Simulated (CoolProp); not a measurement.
Vapour-liquid equilibrium of diethyl ether (1) + ethanol (2) at 656 kPa; x and y are mole fractions of (1).

Values from CoolProp's multi-fluid Helmholtz-energy mixture model, Thol 2014 and Schroeder 2014; pair parameters Bell 2016.

| x | bubble temperature, mixture model (°C) | bubble temperature, Raoult's law (°C) | y, mixture model | y, Raoult's law |
|---|---|---|---|---|
| 0.05 | 130.6 | 132.9 | 0.142 | 0.099 |
| 0.15 | [?] | 129.1 | 0.356 | 0.276 |
| 0.25 | [?] | 125.3 | 0.501 | 0.428 |
| 0.35 | 113.4 | 121.6 | [?] | 0.556 |
| 0.45 | 110.1 | 118.0 | 0.675 | 0.663 |
| 0.55 | 107.5 | 114.4 | 0.734 | 0.753 |
| 0.65 | [?] | 111.0 | 0.787 | 0.828 |
| 0.75 | 103.6 | 107.7 | [?] | 0.889 |
| 0.85 | 102.0 | 104.6 | 0.895 | 0.940 |
| 0.95 | 100.7 | 101.6 | [?] | 0.982 |

Complete the blanks.


- 0.15, bubble temperature, mixture model (°C): 123.4
- 0.25, bubble temperature, mixture model (°C): 117.7
- 0.35, y, mixture model: 0.602
- 0.65, bubble temperature, mixture model (°C): 105.4
- 0.75, y, mixture model: 0.839
- 0.95, y, mixture model: 0.961

The largest gap from Raoult's law is -8.2 K in bubble temperature, at x = 0.35. No azeotrope shows between x = 0.05 and 0.95.

Pair parameters are fitted to limited data, so mixtures are less certain than the pure fluids.
